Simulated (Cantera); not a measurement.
Premixed flame

A freely propagating, adiabatic, planar premixed flame of 40.3 % H2, 12.6 % O2, 47.1 % N2, equivalence ratio 1.6, unburnt at 375 K and 5.20 bar; mixture-averaged transport, grid criteria slope 0.08 and curve 0.16, no radiation.

Computed with Cantera and the H2/O2 subset of GRI-Mech 3.0, which has no nitrogen chemistry. The hydrogen kinetics of GRI-Mech 3.0 are dated; newer H2 mechanisms differ, most at raised pressure. Burning velocities carry a grid error of a few per cent, more on coarse grids.

```tsv
z (mm)	T (K)	u (m/s)	x H2	x O2	x H2O2	x O	x H2O	x H
-0.131	375	4.22	0.403	0.126	<1e-8	<1e-8	<1e-8	<1e-8
-0.0875	375	4.22	0.403	0.126	<1e-8	<1e-8	2.23e-8	<1e-8
-0.0656	375	4.22	0.403	0.126	<1e-8	<1e-8	2.47e-7	<1e-8
-0.0437	376	4.23	0.402	0.126	8.29e-8	3.74e-8	8.23e-6	<1e-8
-0.0219	436	4.79	0.387	0.128	2.70e-5	4.55e-6	0.00189	5.28e-6
-0.0109	761	8.05	0.345	0.121	0.000138	0.000182	0.0290	0.00204
0	1216	12.5	0.279	0.0926	5.53e-5	0.00141	0.0966	0.0150
0.0109	1544	15.7	0.213	0.0515	6.47e-6	0.00293	0.176	0.0329
0.0219	1731	17.5	0.174	0.0226	2.70e-6	0.00280	0.230	0.0432
0.0437	1896	19.1	0.152	0.00445	1.31e-6	0.00172	0.265	0.0435
0.0875	2022	20.2	0.154	0.000906	6.41e-7	0.000969	0.275	0.0330
0.175	2123	21.1	0.159	0.000375	3.28e-7	0.000463	0.280	0.0218
0.350	2195	21.7	0.163	0.000149	1.62e-7	0.000184	0.283	0.0133
```
x: mole fraction of selected species; z is measured from the peak of heat release.

```yaml
laminar_burning_velocity: 422 cm/s
thermal_thickness: 0.0437 mm
peak x(H2O2): 0.000138
peak x(O): 0.00304
peak x(H): 0.0453
grid_points: 113
```
